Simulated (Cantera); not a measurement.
# Adiabatic ignition

An adiabatic, constant-volume homogeneous reactor starts with H2 : O2 : N2 : H2O = 1 : 0.455 : 1.71 : 0.68 (molar parts), equivalence ratio 1.1, at 1650 K and 5.00 bar.

Detailed kinetics in Cantera: GRI-Mech 3.0 (53 species, 325 reactions). The hydrogen kinetics of GRI-Mech 3.0 are dated; newer H2 mechanisms differ, most at raised pressure.

| t (s) | T (K) | P (bar) | x H2 | x O2 | x H2O | x NO | x H2O2 | x HO2 |
|---|---|---|---|---|---|---|---|---|
| 1.00e-6 | 1650 | 5.00 | 0.260 | 0.118 | 0.177 | 3.57e-12 | 1.38e-6 | 3.91e-5 |
| 4.13e-6 | 2750 | 7.74 | 0.0691 | 0.0160 | 0.374 | 6.34e-5 | 1.91e-6 | 2.35e-5 |
| 1.71e-5 | 2975 | 8.23 | 0.0578 | 0.0100 | 0.401 | 0.000671 | 1.92e-6 | 1.40e-5 |
| 7.06e-5 | 2970 | 8.21 | 0.0584 | 0.00947 | 0.401 | 0.00292 | 1.85e-6 | 1.33e-5 |
| 0.000292 | 2961 | 8.19 | 0.0596 | 0.00856 | 0.400 | 0.00667 | 1.73e-6 | 1.21e-5 |
| 0.00120 | 2960 | 8.19 | 0.0598 | 0.00845 | 0.400 | 0.00716 | 1.71e-6 | 1.19e-5 |
| 0.00498 | 2960 | 8.19 | 0.0598 | 0.00845 | 0.400 | 0.00716 | 1.71e-6 | 1.19e-5 |
| 0.0206 | 2960 | 8.19 | 0.0598 | 0.00845 | 0.400 | 0.00716 | 1.71e-6 | 1.19e-5 |
| 0.0850 | 2960 | 8.19 | 0.0598 | 0.00845 | 0.400 | 0.00716 | 1.71e-6 | 1.19e-5 |
| 0.351 | 2960 | 8.19 | 0.0598 | 0.00845 | 0.400 | 0.00716 | 1.71e-6 | 1.19e-5 |
| 1.45 | 2960 | 8.19 | 0.0598 | 0.00845 | 0.400 | 0.00716 | 1.71e-6 | 1.19e-5 |
| 6.00 | 2960 | 8.19 | 0.0598 | 0.00845 | 0.400 | 0.00716 | 1.71e-6 | 1.19e-5 |
x: mole fraction; the columns are a selection and need not sum to one.

```
Item                                                                Result
---------------------------------  ---------------------------------------
time of steepest temperature rise                                  2.21 µs
temperature at 6.00 s                                               2960 K
equilibrium temperature                                             2960 K
x(H2) at 6.00 s                      0.0598 (gas-phase equilibrium 0.0598)
x(O2) at 6.00 s                    0.00845 (gas-phase equilibrium 0.00845)
x(H2O) at 6.00 s                       0.400 (gas-phase equilibrium 0.400)
```
